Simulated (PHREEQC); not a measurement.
Make-up at 25 °C: 0.056 mol H2SO4, 1.14e-06 mol H4SiO4 and 0.25 mol CuSO4 per kg of water. Closed to the air; pH follows from the charge balance.

Computed with PHREEQC (ion-association model, wateq4f.dat).

Precipitation was switched off in this run.

Question: Order these S species by the share of S that they hold, largest first: SO4-2, HSO4-, CuSO4.

Answer: CuSO4 (40 %), SO4-2 (34 %), HSO4- (26 %)

The pH is 1.60 and the ionic strength 0.524 mol/kgw.
